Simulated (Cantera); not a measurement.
Feed: 1 mol FeS₂, 58 mol H₂, 18 mol N₂, 1.1 mol H₂O, held at 270000 Pa.

Method: chemical equilibrium by Gibbs-energy minimisation in Cantera with the NASA 1993 tables (ideal gas, pure condensed phases). Candidate condensed phases: Fe, FeO, Fe(OH)₂, Fe(OH)₃, FeS, FeSO₄, FeS₂, Fe₂O₃, Fe₂(SO₄)₃, Fe₃O₄, H₂O, H₂SO₄, S; 38 gas species. FeS: taken at fixed stoichiometry. Rates play no part.

Question: Which condensed phases are stable at each of these points (T (K)): 925, 975, 1025, 1075, 1125, 1175, 1225, 1275, 1325, 1375, 1425, 1475?

Answer: 
```tsv
T (K)	condensed phases	Fe condensed (%)
925	FeS(s)	100.0
975	FeS(s)	100.0
1025	FeS(s)	100.0
1075	FeS(s)	100.0
1125	FeS(s)	100.0
1175	FeS(s)	100.0
1225	FeS(s)	100.0
1275	FeS(s)	100.0
1325	FeS(s)	100.0
1375	FeS(s)	100.0
1425	FeS(s)	100.0
1475	FeS(l)	100.0
```

From 925 K to 1425 K the condensed part is FeS(s). At 1475 K the condensed part is FeS(l).
